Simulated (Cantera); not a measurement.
Input: 1 mol HMDSO, 1.5 mol H2O, 0.62 mol H2, equilibrated at 973 K and 10.0 mbar.

Equilibrium computed with Cantera from the NASA thermochemical tables; the gas is ideal and each condensed phase is pure. Candidate condensed phases: C, C6H6, C7H8, C8H18, H2O, Si, SiC, SiO2; 123 gas species. The feed counts by its element totals alone. Kinetics and transport are ignored.

Base state: H2 0.999, CH4 0.00128 (mole fractions); condensed: C(graphite) + SiC(s) + SiO2(β-quartz).

What changes in the equilibrium state with this change: pressure from 10.0 mbar to 5.70 mbar?


```
species               before     after
-------------------  -------  --------
H2                     0.999     0.999
CH4                  0.00128  0.000731
C(graphite), mol        5.24      5.24
SiC(s), mol            0.750     0.750
SiO2(β-quartz), mol     1.25      1.25
```
